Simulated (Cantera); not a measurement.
A closed system holds: 1 mol HMDSO, 3.8 mol NO, 0.38 mol H2, at 0.160 bar.

These are equilibrium values from Cantera (NASA tables, ideal gas, pure condensed phases), not measurements of a reactor. Candidate condensed phases: C, C6H6, C7H8, C8H18, H2O, Si, SiC, SiO2, Si2N2O, Si3N4; 151 gas species. The feed counts by its element totals alone. Mutual solubility and eutectic melting of coexisting phases are not modelled. The tables hold silica as quartz up to 1696 K and as liquid above; real silica turns to tridymite and cristobalite and melts near 1996 K. Equilibrium is a limit: real reactors are often held back by kinetics, nucleation or transport.

### Question
Which condensed phases are stable at each of these points (T (K)): 1123, 1173, 1223, 1273, 1323, 1373, 1423, 1473, 1523?

### Answer
```csv
T (K),condensed phases,Si condensed (%)
1123,C(graphite) + SiO2(β-quartz),100.0
1173,C(graphite) + SiO2(β-quartz),100.0
1223,C(graphite) + SiO2(β-quartz),100.0
1273,C(graphite) + SiO2(β-quartz) + Si2N2O(s),100.0
1323,C(graphite) + SiO2(β-quartz) + Si2N2O(s),100.0
1373,C(graphite) + SiO2(β-quartz) + Si2N2O(s),100.0
1423,C(graphite) + Si2N2O(s),100.0
1473,C(graphite) + Si2N2O(s),100.0
1523,C(graphite) + Si2N2O(s),100.0
```

From 1123 K to 1223 K the condensed part is C(graphite) + SiO2(β-quartz). From 1273 K to 1373 K the condensed part is C(graphite) + SiO2(β-quartz) + Si2N2O(s). From 1423 K to 1523 K the condensed part is C(graphite) + Si2N2O(s).
